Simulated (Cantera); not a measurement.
# Adiabatic ignition

An adiabatic, constant-pressure homogeneous reactor starts with H2 : O2 : N2 : H2O = 1 : 0.526 : 1.98 : 0.36 (molar parts), equivalence ratio 0.95, at 950 K and 3.00 bar.

Model: the H2/O2 subset of GRI-Mech 3.0, which has no nitrogen chemistry, integrated in Cantera. The hydrogen kinetics of GRI-Mech 3.0 are dated; newer H2 mechanisms differ, most at raised pressure.

| t (s) | T (K) | x H2 | x O2 | x H2O | x O | x H2O2 | x H | x HO2 |
|---|---|---|---|---|---|---|---|---|
| 5.00e-6 | 950 | 0.259 | 0.136 | 0.0931 | 1.08e-12 | <1e-12 | 9.97e-12 | 1.84e-10 |
| 2.26e-5 | 950 | 0.259 | 0.136 | 0.0931 | 1.10e-12 | 3.10e-12 | 1.01e-11 | 8.85e-10 |
| 0.000103 | 950 | 0.259 | 0.136 | 0.0931 | 1.16e-12 | 6.55e-11 | 1.07e-11 | 4.07e-9 |
| 0.000464 | 950 | 0.259 | 0.136 | 0.0931 | 1.46e-12 | 1.33e-9 | 1.34e-11 | 1.87e-8 |
| 0.00210 | 950 | 0.259 | 0.136 | 0.0931 | 3.30e-12 | 2.73e-8 | 3.03e-11 | 9.43e-8 |
| 0.00952 | 950 | 0.259 | 0.136 | 0.0931 | 3.70e-11 | 9.11e-7 | 3.39e-10 | 1.14e-6 |
| 0.0431 | 955 | 0.258 | 0.136 | 0.0938 | 3.71e-9 | 0.000166 | 3.37e-8 | 2.69e-5 |
| 0.195 | 2568 | 0.0160 | 0.0124 | 0.375 | 0.00130 | 5.87e-7 | 0.00248 | 5.17e-6 |
| 0.883 | 2568 | 0.0160 | 0.0124 | 0.375 | 0.00130 | 5.87e-7 | 0.00248 | 5.17e-6 |
| 4.00 | 2568 | 0.0160 | 0.0124 | 0.375 | 0.00130 | 5.87e-7 | 0.00248 | 5.17e-6 |
x: mole fraction; the columns are a selection and need not sum to one.

```json
{
 "time_of_steepest_temperature_rise": "66.3 ms",
 "temperature at 4.00 s": "2568 K",
 "equilibrium_temperature": "2568 K",
 "x(H2) at 4.00 s": "0.0160 (gas-phase equilibrium 0.0160)",
 "x(O2) at 4.00 s": "0.0124 (gas-phase equilibrium 0.0124)",
 "x(H2O) at 4.00 s": "0.375 (gas-phase equilibrium 0.375)"
}
```
